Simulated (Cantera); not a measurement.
Feed: 1 mol CuO, 1.5 mol C, 4.9 mol N2, at 2550 K and 48.0 Pa.

Equilibrium computed with Cantera from the NASA thermochemical tables; the gas is ideal and each condensed phase is pure. Candidate condensed phases: C, Cu, CuO, Cu2O; 27 gas species. The numbers say what is thermodynamically allowed, not how fast it happens.

Base state: N2 0.703, CO 0.144, Cu 0.144, CN 0.00593, C3 0.00222, C 0.000680, C2 0.000206, C2N2 7.32e-5 (mole fractions); condensed: C(graphite).

Question: What changes in the equilibrium state with this change: CuO replaced by Fe2O3?

Answer: 
```csv
species,before,after
N2,0.703,0.508
Fe,0,0.204
CO,0.144,0.148
Cu,0.144,0
O,<1e-9,0.106
O2,<1e-9,0.0159
CO2,<1e-9,0.00854
CN,0.00593,<1e-9
NO,<1e-9,0.00554
FeO,0,0.00416
"C(graphite), mol",0.404,0
```
Further candidate phases: Fe, Fe(CO)5, FeO, Fe2O3, Fe3O4.
